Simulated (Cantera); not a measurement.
An isothermal plug-flow reactor at 875 K and 750 Torr (inlet), inlet velocity 1.5 m/s, active area per volume 9400 1/m; feed CH4 : O2 : N2 = 0.0027 : 0.02 : 0.79 (molar parts), equivalence ratio 0.27.

Computed with Cantera and Deutschmann's 1995 Pt surface mechanism with GRI-Mech 3.0 gas chemistry. Catalytic surfaces can have several steady states; this one follows from the mechanism file's or the stated starting coverage. Mass transfer to the wall is taken as infinitely fast.

Question: What does this change do: O2 0.02 to 0.048 parts?

Answer: 
```json
[
 {"quantity": "x(CH4) at z = 0.03 m", "before": "1.42e-5", "after": "0.000224"},
 {"quantity": "x(O2) at z = 0.03 m", "before": "0.0180", "after": "0.0511"},
 {"quantity": "x(H2O) at z = 0.03 m", "before": "0.00662", "after": "0.00598"},
 {"quantity": "x(CO2) at z = 0.03 m", "before": "0.00331", "after": "0.00299"},
 {"quantity": "x(CO) at z = 0.03 m", "before": "4.27e-9", "after": "5.83e-8"},
 {"quantity": "θ(free Pt) at the exit", "before": "0.141", "after": "0.103"},
 {"quantity": "θ(O*) at the exit", "before": "0.857", "after": "0.895"},
 {"quantity": "θ(OH*) at the exit", "before": "0.00209", "after": "0.00174"}
]
```
